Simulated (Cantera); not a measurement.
What does this Cantera script print?

```python
import numpy as np
import cantera as ct

gas = ct.Solution("gri30.yaml")
gas.TPX = 1375, 500000, {'CH4': 1, 'O2': 3.23, 'N2': 14.2}
reactor = ct.IdealGasReactor(gas, energy="on", clone=False)
net = ct.ReactorNet([reactor])
net.rtol, net.atol = 1e-08, 1e-16
show = ['CH4', 'O2', 'H2', 'NO2', 'O', 'NO']
times = np.geomspace(3e-06, 0.4, 14)

steps = ct.SolutionArray(gas, extra=["t"])
rows = []
print(f"{'t/s':>10s}{'T/K':>9s}{'P/Pa':>11s}" + "".join(f"{s:>11s}" for s in show))
for t in times:
    while net.time < t:
        t_next = net.step()
        steps.append(gas.state, t=t_next)
    rows.append([np.interp(t, steps.t, y) for y in (steps.T, steps.P, *steps(*show).X.T)])
    print(f"{t:10.3e}{rows[-1][0]:9.1f}{rows[-1][1]:11.4g}" + "".join(f"{x:11.3e}" for x in rows[-1][2:]))
rate = np.gradient(steps.T, steps.t)
print("integrator steps:", len(steps.t))
if steps.T.max() > steps.T[0] + 200:
    print(f"time of steepest temperature rise: {steps.t[rate.argmax()]:.4e} s")
gas.TPX = 1375, 500000, {'CH4': 1, 'O2': 3.23, 'N2': 14.2}
gas.equilibrate("UV")
print(f"equilibrium (UV): T = {gas.T:.1f} K  " + "  ".join(f"{s} {gas[s].X[0]:.3e}" for s in show))
```

Output:

```
       t/s      T/K       P/Pa        CH4         O2         H2        NO2          O         NO
 3.000e-06   1375.0      5e+05  5.426e-02  1.753e-01  4.822e-09  7.216e-23  3.984e-10  6.191e-18
 7.436e-06   1375.0      5e+05  5.426e-02  1.753e-01  1.432e-08  1.570e-21  6.656e-10  2.328e-17
 1.843e-05   1375.0      5e+05  5.426e-02  1.753e-01  5.044e-08  3.953e-20  1.470e-09  1.076e-16
 4.569e-05   1375.0      5e+05  5.425e-02  1.753e-01  2.515e-07  1.255e-18  4.524e-09  6.824e-16
 1.132e-04   1375.0      5e+05  5.423e-02  1.752e-01  2.084e-06  4.743e-17  1.862e-08  6.282e-15
 2.807e-04   1376.0  5.004e+05  5.404e-02  1.751e-01  1.990e-05  1.834e-15  5.269e-08  5.925e-14
 6.958e-04   1385.0  5.037e+05  5.264e-02  1.742e-01  2.145e-04  1.231e-13  1.929e-07  6.733e-13
 1.725e-03   2648.4    9.7e+05  2.376e-17  6.270e-02  1.532e-03  8.761e-06  2.339e-03  6.713e-03
 4.275e-03   2633.3  9.641e+05  2.158e-17  5.910e-02  1.487e-03  1.817e-05  2.129e-03  1.418e-02
 1.060e-02   2631.8  9.635e+05  2.137e-17  5.875e-02  1.482e-03  1.906e-05  2.110e-03  1.491e-02
 2.627e-02   2631.8  9.635e+05  2.137e-17  5.874e-02  1.482e-03  1.906e-05  2.110e-03  1.491e-02
 6.510e-02   2631.8  9.635e+05  2.137e-17  5.874e-02  1.482e-03  1.906e-05  2.110e-03  1.491e-02
 1.614e-01   2631.8  9.635e+05  2.137e-17  5.874e-02  1.482e-03  1.906e-05  2.110e-03  1.491e-02
 4.000e-01   2631.8  9.635e+05  2.137e-17  5.874e-02  1.482e-03  1.906e-05  2.110e-03  1.491e-02
integrator steps: 2042
time of steepest temperature rise: 1.0923e-03 s
equilibrium (UV): T = 2631.8 K  CH4 3.018e-17  O2 5.874e-02  H2 1.482e-03  NO2 1.906e-05  O 2.110e-03  NO 1.491e-02
```

Detailed kinetics in Cantera: GRI-Mech 3.0 (53 species, 325 reactions).
